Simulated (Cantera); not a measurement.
Feed: 1 mol N2O, 8.8 mol H2O, 18 mol H2, 0.00054 mol N2, held at 0.780 bar.

These are equilibrium values from Cantera (NASA tables, ideal gas, pure condensed phases), not measurements of a reactor. Candidate condensed phases: H2O; 47 gas species. Ions and electrons are included (thermal ionisation). Rates play no part.

x: gas mole fraction; nothing condenses.

| T (°C) | x H | x H2 | x H2O | x O | x OH | x N2 |
|---|---|---|---|---|---|---|
| 1727 | 0.00144 | 0.610 | 0.352 | 1.43e-7 | 8.29e-5 | 0.0360 |
| 1977 | 0.00655 | 0.606 | 0.351 | 4.24e-6 | 0.000569 | 0.0359 |
| 2227 | 0.0219 | 0.594 | 0.345 | 6.42e-5 | 0.00264 | 0.0355 |
| 2477 | 0.0583 | 0.567 | 0.330 | 0.000594 | 0.00912 | 0.0347 |
| 2727 | (withheld) | (withheld) | (withheld) | (withheld) | (withheld) | 0.0328 |
| 2977 | 0.241 | 0.439 | 0.223 | 0.0159 | 0.0484 | 0.0293 |
| 3227 | 0.389 | 0.339 | 0.127 | 0.0448 | 0.0669 | 0.0246 |
| 3477 | 0.544 | 0.230 | 0.0501 | 0.0840 | 0.0621 | 0.0203 |
| 3727 | (withheld) | (withheld) | (withheld) | (withheld) | (withheld) | (withheld) |
| 3977 | 0.743 | 0.0746 | 0.00378 | 0.134 | 0.0242 | 0.0159 |
| 4227 | 0.784 | 0.0401 | 0.000971 | 0.142 | 0.0133 | 0.0149 |
| 4477 | 0.805 | 0.0220 | 0.000268 | 0.146 | 0.00739 | 0.0141 |
| 4727 | 0.816 | 0.0126 | 8.10e-5 | 0.148 | 0.00425 | 0.0131 |

Q: Complete the blanks.

A: 
- 3727, x H: 0.666
- 3727, x H2: 0.136
- 3727, x H2O: 0.0147
- 3727, x O: 0.116
- 3727, x OH: 0.0421
- 3727, x N2: 0.0174
- 2727, x H: 0.128
- 2727, x H2: 0.516
- 2727, x H2O: 0.294
- 2727, x O: 0.00370
- 2727, x OH: 0.0243
